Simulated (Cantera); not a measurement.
An isothermal, constant-pressure homogeneous reactor starts with 8.33 % NH3, 91.7 % H2, at 2025 K and 0.132 atm.

Model: the gas-phase N/H chemistry of the illustrative SiF4/NH3 mechanism in the Surface Chemkin manual (1991), integrated in Cantera. Walls and surfaces, which speed up NH3 decomposition in real reactors, are not modelled.

x: mole fraction; the columns are a selection and need not sum to one.

```json
[
 {"t (s)": "0.000300", "x NH3": "0.0833", "x H2": "0.917", "x NH": "5.93e-8", "x N": "4.93e-10", "x H": "7.98e-5", "x N2H2": "7.68e-10", "x N2": "1.28e-8"},
 {"t (s)": "0.00139", "x NH3": "0.0832", "x H2": "0.916", "x NH": "?", "x N": "?", "x H": "?", "x N2H2": "?", "x N2": "?"},
 {"t (s)": "0.00646", "x NH3": "0.0821", "x H2": "0.916", "x NH": "9.38e-6", "x N": "9.90e-7", "x H": "0.00102", "x N2H2": "3.77e-7", "x N2": "0.000425"},
 {"t (s)": "0.0300", "x NH3": "0.0744", "x H2": "0.920", "x NH": "9.76e-6", "x N": "1.10e-6", "x H": "0.00109", "x N2H2": "3.70e-7", "x N2": "0.00397"},
 {"t (s)": "0.139", "x NH3": "0.0473", "x H2": "0.935", "x NH": "8.52e-6", "x N": "1.13e-6", "x H": "0.00130", "x N2H2": "2.25e-7", "x N2": "0.0165"},
 {"t (s)": "0.646", "x NH3": "0.00492", "x H2": "0.956", "x NH": "4.48e-6", "x N": "1.35e-6", "x H": "0.00297", "x N2H2": "2.09e-8", "x N2": "0.0361"},
 {"t (s)": "3.00", "x NH3": "7.25e-5", "x H2": "0.956", "x NH": "2.01e-7", "x N": "1.06e-7", "x H": "0.00519", "x N2H2": "1.95e-11", "x N2": "0.0383"},
 {"t (s)": "13.9", "x NH3": "?", "x H2": "0.956", "x NH": "?", "x N": "?", "x H": "0.00519", "x N2H2": "<1e-12", "x N2": "0.0384"},
 {"t (s)": "64.6", "x NH3": "2.42e-6", "x H2": "0.956", "x NH": "6.73e-9", "x N": "3.54e-9", "x H": "0.00519", "x N2H2": "<1e-12", "x N2": "0.0384"},
 {"t (s)": "300", "x NH3": "6.45e-7", "x H2": "0.956", "x NH": "1.80e-9", "x N": "9.45e-10", "x H": "0.00519", "x N2H2": "<1e-12", "x N2": "0.0384"}
]
```

### Question
Some entries are withheld; supply them.

### Answer

- 0.00139, x NH: 1.23e-6
- 0.00139, x N: 4.72e-8
- 0.00139, x H: 0.000364
- 0.00139, x N2H2: 2.72e-8
- 0.00139, x N2: 3.40e-6
- 13.9, x NH3: 1.17e-5
- 13.9, x NH: 3.25e-8
- 13.9, x N: 1.71e-8
